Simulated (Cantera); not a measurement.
Source: NASA polynomial tables (part measured, part estimated), evaluated in Cantera. Values are per mole of reaction as written; species without (g) are pure solids or liquids, kept so even where they would boil at 1 bar.

Between 648 and 848 K, where is each reaction favourable under standard conditions?
- 2 FeSO4 + S2(g) ⇌ 4 O2(g) + 2 FeS2


- 2 FeSO4 + S2(g) ⇌ 4 O2(g) + 2 FeS2: ΔG° is 1092 kJ at 648 K and 1004 kJ at 848 K; it stays positive (K < 1). ΔH° is 1371 kJ and ΔS° 433 J/K at 848 K.
